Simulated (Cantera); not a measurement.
An isothermal, constant-pressure homogeneous reactor starts with CH4 : H2 = 1 : 1.3 (molar parts), at 1900 K and 0.987 atm. Integrator tolerance rtol = 1e-08.

Cantera simulation using GRI-Mech 3.0 (53 species, 325 reactions); the numbers are that mechanism's predictions, not measurements. GRI-Mech 3.0 stops at C3 and has no aromatics, soot or wall deposition, so with more carbon than oxygen in the feed, carbon stays in small species such as C2H2 where larger ones or solid carbon would form.

Problem. What does this change do: temperature 1900 to 1550 K?

Solution. 
```tsv
quantity	before	after
x(CH4) at 1.00 s	0.00847 (gas-phase equilibrium 0.00847)	0.119 (gas-phase equilibrium 0.109)
x(H2) at 1.00 s	0.842 (gas-phase equilibrium 0.842)	0.769 (gas-phase equilibrium 0.775)
x(CH2) at 1.00 s	1.56e-7 (gas-phase equilibrium 1.56e-7)	2.62e-9 (gas-phase equilibrium 2.54e-9)
x(C2H4) at 1.00 s	0.00149 (gas-phase equilibrium 0.00149)	0.0132 (gas-phase equilibrium 0.0137)
x(C2H2) at 1.00 s	0.147 (gas-phase equilibrium 0.147)	0.0986 (gas-phase equilibrium 0.102)
x(CH3) at 1.00 s	0.000147 (gas-phase equilibrium 0.000147)	8.49e-5 (gas-phase equilibrium 7.99e-5)
```
